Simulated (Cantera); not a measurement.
**Adiabatic ignition**

An adiabatic, constant-volume homogeneous reactor starts with CH₄ : C₂H₆ : O₂ : N₂ : H₂O = 1 : 0.075 : 1.33 : 5 : 1 (molar parts), equivalence ratio 1.7, at 1523 K and 1.01 bar.

Cantera simulation using GRI-Mech 3.0 (53 species, 325 reactions); the numbers are that mechanism's predictions, not measurements.

```tsv
t (s)	T (K)	P (bar)	x CH₄	x C₂H₆	x O₂	x H	x CH₂
6.00e-6	1522	1.01	0.119	0.00886	0.158	3.08e-7	6.38e-10
2.00e-5	1521	1.01	0.119	0.00869	0.158	1.46e-6	7.51e-9
6.64e-5	1521	1.01	0.118	0.00819	0.158	4.89e-6	4.00e-8
0.000221	1546	1.03	0.111	0.00653	0.153	1.38e-5	1.32e-7
0.000735	2746	2.07	2.44e-12	<1e-12	0.000706	0.0152	1.66e-12
0.00245	2741	2.06	2.53e-12	<1e-12	0.000670	0.0150	1.66e-12
0.00814	2740	2.06	2.55e-12	<1e-12	0.000663	0.0150	1.66e-12
0.0271	2740	2.06	2.55e-12	<1e-12	0.000663	0.0150	1.66e-12
0.0902	2740	2.06	2.55e-12	<1e-12	0.000663	0.0150	1.66e-12
0.300	2740	2.06	2.55e-12	<1e-12	0.000663	0.0150	1.66e-12
```
x: mole fraction; the columns are a selection and need not sum to one.

```json
{
  "time_of_steepest_temperature_rise": "0.408 ms",
  "temperature at 0.300 s": "2740 K",
  "equilibrium_temperature": "2740 K",
  "x(CH₄) at 0.300 s": "2.55e-12 (gas-phase equilibrium 2.96e-12)",
  "x(C₂H₆) at 0.300 s": "<1e-12 (gas-phase equilibrium <1e-12)",
  "x(O₂) at 0.300 s": "0.000663 (gas-phase equilibrium 0.000663)"
}
```
